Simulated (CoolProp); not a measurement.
A Linde-Hampson liquefier for normal hydrogen: isothermal reversible compression at 250 K from 1 atm to 30 MPa, throttling to 1 atm, return gas leaving the recuperator 5 K below the feed. Each further row changes one setting.

Model: reference Helmholtz-energy equation of state, Leachman 2009, in CoolProp.

```tsv
case	compression work (kJ/kg of gas)
as stated	6080
high pressure 60 MPa	7020
warm-end temperature 280 K	6790
warm-end gap 10 K	6080
```
